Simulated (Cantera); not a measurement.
Feed: 1 mol Fe(CO)5, 0.53 mol O2, 0.6 mol N2, 0.055 mol H2, equilibrated at 1125 °C and 140000 Pa.

These are equilibrium values from Cantera (NASA tables, ideal gas, pure condensed phases), not measurements of a reactor. Candidate condensed phases: C, C6H6, C7H8, C8H18, Fe, Fe(CO)5, FeO, Fe(OH)2, Fe(OH)3, Fe2O3, Fe3O4, H2O; 140 gas species. Mutual solubility and eutectic melting of coexisting phases are not modelled. The tables' stoichiometric FeO is somewhat more stable than real wüstite, so its field is too wide. FeO: taken at fixed stoichiometry. Equilibrium is a limit: real reactors are often held back by kinetics, nucleation or transport.

Base state: CO 0.754, CO2 0.130, N2 0.106, H2 0.00708, H2O 0.00265 (mole fractions); condensed: Fe(γ) + FeO(s).

Question: What changes in the equilibrium state with this change: Fe(CO)5 replaced by Pb?

Answer: 
```csv
species,before,after
N2,0.106,0.911
H2O,0.00265,0.0835
O2,<1e-9,0.00377
CO,0.754,0
CO2,0.130,0
PbO,0,0.00155
NO,<1e-9,0.000103
Pb,0,5.05e-5
H2,0.00708,5.04e-7
"Fe(γ), mol",0.693,0
"FeO(s), mol",0.307,0
"PbO(l), mol",0,0.999
```
Gases not in the tables: (PbO)n polymers. Further candidate phases: Pb, PbO, PbO2, Pb3O4.
